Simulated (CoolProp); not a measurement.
CH3F (R41) along the isobar 609 kPa: fugacity coefficient from the reference equation and from simpler models built on Tc = 317.3 K, pc = 5906 kPa, ω = 0.200; each cubic takes its own stable root.

The numbers come from the reference Helmholtz-energy equation of state, Lemmon 2006 in CoolProp. It is a short technical equation, of lower accuracy than the large ones.

| T (K) | phase | reference |
|---|---|---|
| 279.7 | gas | 0.9387 |
| 300.4 | gas | 0.9518 |
| 321.2 | gas | 0.9614 |
| 341.9 | gas | 0.9686 |
| 362.7 | gas | 0.9741 |
| 383.5 | gas | 0.9785 |
| 404.2 | gas | 0.9820 |
| 425 | gas | 0.9849 |

Problem. How far does each simpler model (van der Waals, Redlich-Kwong, Peng-Robinson) lie from the reference over these 8 states: mean and median of the absolute difference, and the worst?

Solution. 
- van der Waals: mean 0.7 %, median 0.5 %, worst +2.1 % at 279.7 K and 609 kPa
- Redlich-Kwong: mean 0.4 %, median 0.3 %, worst +1.2 % at 279.7 K and 609 kPa
- Peng-Robinson: mean 0.1 %, median 0.1 %, worst +0.6 % at 279.7 K and 609 kPa
